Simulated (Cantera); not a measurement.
Cantera run:

```python
import numpy as np
import cantera as ct

gas_names = """
    Cu CuO Cu2 H HO2 H2 H2O H2O2 O OH O2 O3
""".split()
cond_names = """
    Cu(cr) Cu(L) CuO(s) CuO2H2(s) Cu2O(s) Cu2O(L) H2O(s) H2O(L)
""".split()


# ... load() reads the species with a 1 bar reference pressure and builds the phases ...
atoms = {
    'Cu': {'Cu': 1},
    'H2O': {'H': 2, 'O': 1},
    'H2': {'H': 2},
}
top_T = {'CuO(s)': 1390}  # K; cautious upper limits of use, not melting points


# ... equilibrate(T, P, feed) seeds the gas with the atoms and calls Mixture.equilibrate('TP', solver="vcs", rtol=1e-11, max_steps=5000) ...
results = []
feed = {'Cu': 1, 'H2O': 0.6, 'H2': 26}  # mol
T = 900  # K
P = 96  # Pa
mix = equilibrate(T, P, feed)
results.append((T, P, feed, dict(zip(mix.species_names, mix.species_moles))))
print(gas.report(threshold=1e-06))
for i in range(1, mix.n_phases):
    print(f"{mix.phase(i).name:16s} {mix.phase_moles(i):12.5e} mol")
```

Result:

```
       temperature   900 K
          pressure   96 Pa
           density   3.0493e-05 kg/m^3
  mean mol. weight   2.3769 kg/kmol
   phase of matter   gas

                          1 kg             1 kmol
                     ---------------   ---------------
          enthalpy        5.1826e+06        1.2319e+07  J
   internal energy        2.0344e+06        4.8355e+06  J
           entropy             93909        2.2321e+05  J/K
    Gibbs function       -7.9335e+07       -1.8857e+08  J
 heat capacity c_p             12704             30196  J/K
 heat capacity c_v            9206.2             21882  J/K

                      mass frac. Y      mole frac. X     chem. pot. / RT
                     ---------------   ---------------   ---------------
                H2           0.82904           0.97744           -24.221
               H2O           0.17096          0.022556           -67.602
     [  +10 minor]        6.5992e-09        3.9178e-09

Cu(cr)            1.00000e+00 mol
CuO(s)            0.00000e+00 mol
CuO2H2(s)         0.00000e+00 mol
Cu2O(s)           0.00000e+00 mol
```

Cantera equilibrium calculation (NASA polynomials, part measured and part estimated; ideal gas, pure solids and liquids).
